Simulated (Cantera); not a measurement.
A closed system holds: 1 mol Si3N4, 0.033 mol C, 1.8 mol N2, equilibrated at 2452 °C and 13.3 mbar.

These are equilibrium values from Cantera (NASA tables, ideal gas, pure condensed phases), not measurements of a reactor. Candidate condensed phases: C, Si, SiC, Si3N4; 20 gas species. The tables' values for SiN are old estimates; treat these amounts as uncertain. The numbers say what is thermodynamically allowed, not how fast it happens.

Base state: N2 0.563, Si 0.426, Si2 0.00393, Si2C 0.00356, SiN 0.00272, SiC2 0.000550, Si2N 0.000536, CN 0.000195 (mole fractions); condensed: gas only.

What changes in the equilibrium state with this change: C from 0.033 to 0.014 mol?


| species | before | after |
|---|---|---|
| N2 | 0.563 | 0.562 |
| Si | 0.426 | 0.429 |
| Si2 | 0.00393 | 0.00399 |
| Si2C | 0.00356 | 0.00171 |
| SiC2 | 0.000550 | 0.000125 |
| CN | 0.000195 | 9.24e-5 |
